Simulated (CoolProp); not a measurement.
Vapour-liquid equilibrium of m-xylene (1) + n-undecane (2) at 83.25 °C; x and y are mole fractions of (1).

The numbers come from the multi-fluid Helmholtz-energy mixture model, Zhou 2012 and Aleksandrov 2011; pair parameters Bell 2016 in CoolProp.

Task: Give the bubble pressure and the first vapour's composition at x = 0.55, 0.85, 0.95. Is there an azeotrope?

Result: x = 0.55: 0.1014 bar, y = 0.908; x = 0.85: 0.1478 bar, y = 0.980; x = 0.95: 0.1634 bar, y = 0.994. No azeotrope shows between x = 0.05 and 0.95.

The pair parameters rest on a limited set of measurements; away from them the model extrapolates.
